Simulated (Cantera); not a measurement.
# Equilibrium for roasting and sulfation: FeS2 + SO3 + H2O

Charge: 1 mol FeS2, 0.78 mol SO3, 0.24 mol H2O, equilibrated at 1100 °C.

These are equilibrium values from Cantera (NASA tables, ideal gas, pure condensed phases), not measurements of a reactor. Candidate condensed phases: Fe, FeO, Fe(OH)2, Fe(OH)3, FeS, FeSO4, FeS2, Fe2O3, Fe2(SO4)3, Fe3O4, H2O, H2SO4, S; 22 gas species. Metal and sulfide melt together well below either melting point, which pure phases cannot show. Mutual solubility and eutectic melting of coexisting phases are not modelled. The tables' stoichiometric FeO is somewhat more stable than real wüstite, so its field is too wide. FeO, FeS: taken at fixed stoichiometry. Equilibrium is a limit: real reactors are often held back by kinetics, nucleation or transport.

```json
[
 {"P (Pa)": "1000", "x SO2": "0.615", "x S2": "0.239", "x H2O": "0.123", "x S2O": "0.00435", "x H2S": "0.00333", "n FeO(s)": "0.178", "n FeS(s)": "0.822"},
 {"P (Pa)": "3500", "x SO2": "0.682", "x S2": "0.169", "x H2O": "0.130", "x S2O": "0.00483", "x H2S": "0.00352", "n FeO(s)": "0", "n FeS(s)": "1.000"},
 {"P (Pa)": "13000", "x SO2": "0.683", "x S2": "0.167", "x H2O": "0.130", "x S2O": "0.00667", "x H2S": "0.00488", "n FeO(s)": "0", "n FeS(s)": "1.000"},
 {"P (Pa)": "45000", "x SO2": "0.683", "x S2": "0.165", "x H2O": "0.130", "x S2O": "0.00901", "x H2S": "0.00658", "n FeO(s)": "0", "n FeS(s)": "1.00"},
 {"P (Pa)": "160000", "x SO2": "0.684", "x S2": "0.162", "x H2O": "0.129", "x S2O": "0.0122", "x H2S": "0.00882", "n FeO(s)": "0", "n FeS(s)": "1.00"},
 {"P (Pa)": "560000", "x SO2": "0.684", "x S2": "0.157", "x H2O": "0.127", "x S2O": "0.0163", "x H2S": "0.0116", "n FeO(s)": "0", "n FeS(s)": "1.00"},
 {"P (Pa)": "2000000", "x SO2": "0.685", "x S2": "0.151", "x H2O": "0.125", "x S2O": "0.0218", "x H2S": "0.0152", "n FeO(s)": "0", "n FeS(s)": "1.00"}
]
```
x: gas mole fraction; n: condensed amount in mol.

At 10.0 mbar the condensed part is FeO(s) + FeS(s). From 35.0 mbar to 20.0 bar the condensed part is FeS(s). The main Fe-bearing gas is Fe(OH)2 throughout.
